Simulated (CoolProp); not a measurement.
Values from CoolProp's reference Helmholtz-energy equation of state, Schmidt 1985.

Question: For oxygen, give the phase and the density (kg/m³), Joule-Thomson coefficient (K/MPa), isothermal compressibility (1/MPa), expansivity (1/kK) at 156.9 K and 2.8 MPa; 156.9 K and 12.6 MPa.

Answer: 
- 156.9 K and 2.8 MPa: gas; density 86.6, Joule-Thomson coefficient 8.59, isothermal compressibility 0.470, expansivity 12.8
- 156.9 K and 12.6 MPa: supercritical; density 789, Joule-Thomson coefficient 0.374, isothermal compressibility 0.0159, expansivity 10.5
